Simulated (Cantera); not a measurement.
An isothermal plug-flow reactor at 1248 K and 100000 Pa (inlet), inlet velocity 4.7 m/s, active area per volume 170 1/m; feed CH₄ : O₂ : N₂ : H₂O = 0.0072 : 0.03 : 0.79 : 0.093 (molar parts), equivalence ratio 0.48.

Cantera simulation using Deutschmann's 1995 Pt surface mechanism with GRI-Mech 3.0 gas chemistry; the numbers are that mechanism's predictions, not measurements. Catalytic surfaces can have several steady states; this one follows from the mechanism file's or the stated starting coverage. Mass transfer to the wall is taken as infinitely fast.

x: gas mole fraction; θ: surface coverage.

| z (m) | x CH₄ | x O₂ | x H₂O | x CO₂ | x CO | θ free Pt | θ O* | θ OH* |
|---|---|---|---|---|---|---|---|---|
| 0.00064 | 0.00765 | 0.0323 | 0.101 | 0.000139 | 1.44e-5 | 0.562 | 0.434 | 0.00351 |
| 0.0012 | 0.00751 | 0.0320 | 0.102 | 0.000270 | 1.55e-5 | 0.562 | 0.434 | 0.00351 |
| 0.0024 | 0.00720 | 0.0315 | 0.102 | 0.000546 | 1.53e-5 | 0.563 | 0.433 | 0.00352 |
| 0.0046 | 0.00666 | 0.0305 | 0.103 | 0.00103 | 1.43e-5 | 0.565 | 0.431 | 0.00354 |
| 0.0088 | 0.00572 | 0.0288 | 0.105 | 0.00186 | (withheld) | 0.568 | 0.428 | 0.00356 |
| 0.017 | 0.00421 | 0.0261 | 0.108 | 0.00319 | (withheld) | 0.574 | 0.423 | 0.00360 |
| 0.033 | 0.00220 | 0.0224 | 0.111 | 0.00495 | (withheld) | 0.582 | 0.415 | 0.00365 |
| 0.064 | 0.000543 | 0.0190 | 0.115 | 0.00660 | (withheld) | 0.590 | 0.406 | 0.00369 |

Some entries are withheld; supply them.


- 0.0088, x CO: 1.27e-5
- 0.017, x CO: 1.01e-5
- 0.033, x CO: 7.29e-6
- 0.064, x CO: 4.23e-6
